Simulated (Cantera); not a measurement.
Cantera run:

```python
import numpy as np
import cantera as ct

gas_names = """
    F FO FO2 F2 F2O Mg MgF MgF2 MgO Mg2 Mg2F4 O O2 O3
""".split()
cond_names = """
    Mg(cr) Mg(L) MgF2(s) MgF2(L) MgO(s) MgO(L)
""".split()


# ... load() reads the species with a 1 bar reference pressure and builds the phases ...
atoms = {
    'MgO': {'Mg': 1, 'O': 1},
    'F2': {'F': 2},
    'O2': {'O': 2},
}
top_T = {}  # K; cautious upper limits of use, not melting points


# ... equilibrate(T, P, feed) seeds the gas with the atoms and calls Mixture.equilibrate('TP', solver="vcs", rtol=1e-11, max_steps=5000) ...
results = []
feed = {'MgO': 1, 'F2': 8.2, 'O2': 4.3}  # mol
P = 7.7  # Pa
for T in [1273, 1323, 1373, 1423, 1473, 1523, 1573, 1623, 1673, 1723]:
    mix = equilibrate(T, P, feed)
    results.append((T, P, feed, dict(zip(mix.species_names, mix.species_moles))))

top = {s: max(r[3][s] / sum(r[3][g] for g in gas_names) for r in results) for s in gas_names}
cols = sorted((s for s in top if top[s] > 1e-06), key=lambda s: -top[s])[:5]
seen = [c for c in cond_names if any(r[3].get(c, 0) > 1e-12 for r in results)]
print("log10 of partial pressures in bar; condensed amounts in mol")
print(f"{'T/K':>10s}" + "".join(f"{s[:9]:>10s}" for s in cols + seen))
for T, P, feed, n in results:
    ng = sum(n[g] for g in gas_names)
    print(f"{T:10.4g}" + "".join(f"{np.log10(max(n[s] / ng * P / 1e5, 1e-99)):10.3f}" for s in cols)
          + "".join(f"{n.get(c, 0):10.4g}" for c in seen))
```

It prints:

```
log10 of partial pressures in bar; condensed amounts in mol
       T/K         F        O2      MgF2         O        F2   MgF2(s)
      1273    -4.240    -4.717    -6.578    -9.327    -8.317     0.934
      1323    -4.244    -4.721    -5.996    -8.936    -8.583    0.7448
      1373    -4.259    -4.736    -5.457    -8.578    -8.851   0.08821
      1423    -4.261    -4.738    -5.419    -8.240    -9.078         0
      1473    -4.261    -4.738    -5.419    -7.923    -9.286         0
      1523    -4.261    -4.738    -5.419    -7.627    -9.480         0
      1573    -4.261    -4.738    -5.419    -7.350    -9.663         0
      1623    -4.261    -4.739    -5.419    -7.090    -9.834         0
      1673    -4.261    -4.740    -5.419    -6.846    -9.995         0
      1723    -4.261    -4.741    -5.420    -6.616   -10.148         0
```

Method: chemical equilibrium by Gibbs-energy minimisation in Cantera with the NASA 1993 tables (ideal gas, pure condensed phases).
